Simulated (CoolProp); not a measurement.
Vapour-liquid equilibrium of n-butane (1) + R245fa (2) at 40.45 °C; x and y are mole fractions of (1).

Computed with CoolProp (multi-fluid Helmholtz-energy mixture model, Bücker 2006 and Akasaka 2015; pair parameters Bell 2016).

Give the bubble pressure and the first vapour's composition at x = 0.5, 0.8, 0.95. Is there an azeotrope?

x = 0.5: 4.816 bar, y = 0.601; x = 0.8: 4.755 bar, y = 0.706; x = 0.95: 4.228 bar, y = 0.875. y crosses x between x = 0.575 and 0.65: the model has an azeotrope there.

Pair parameters are fitted to limited data, so mixtures are less certain than the pure fluids. With so large a gap from Raoult's law the liquid may split in two, which this calculation doesn't test in full.
